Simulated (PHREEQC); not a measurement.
Solution (25 °C): 0.26 mol NaHF2 per kg of water. Closed to the air; pH follows from the charge balance.

All values are PHREEQC results (ion-association model, phreeqc.dat), not measurements.

Precipitation was switched off in this run.

**Question.** Predict the pH.

**Answer.** pH 2.97.

**Question.** In which forms is Na present?

**Answer.** Na+ 96 %, NaF 4.1 % of the Na.

Species that the database lacks are ignored.
